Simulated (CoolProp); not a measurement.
Aqueous propylene glycol as a coolant, 5 % by mass, freezing at -1.2 °C, 1 atm.

The numbers come from the Melinder's fits for secondary coolants in CoolProp.

| T (°C) | Prandtl number | conductivity (W/(m K)) | viscosity (mPa s) | density (kg/m³) |
|---|---|---|---|---|
| 5.6 | 13.9 | 0.548 | 1.84 | 1004 |
| 11.5 | 11.3 | 0.558 | 1.53 | 1004 |
| 17.5 | 9.40 | 0.567 | 1.29 | 1003 |
| 23.5 | 7.91 | (withheld) | 1.10 | 1001 |
| 29.5 | 6.76 | 0.585 | 0.956 | 999.7 |
| 35.5 | 5.85 | (withheld) | (withheld) | (withheld) |

Some entries are withheld; supply them.


- 23.5, conductivity (W/(m K)): 0.576
- 35.5, conductivity (W/(m K)): 0.593
- 35.5, viscosity (mPa s): 0.838
- 35.5, density (kg/m³): 997.7
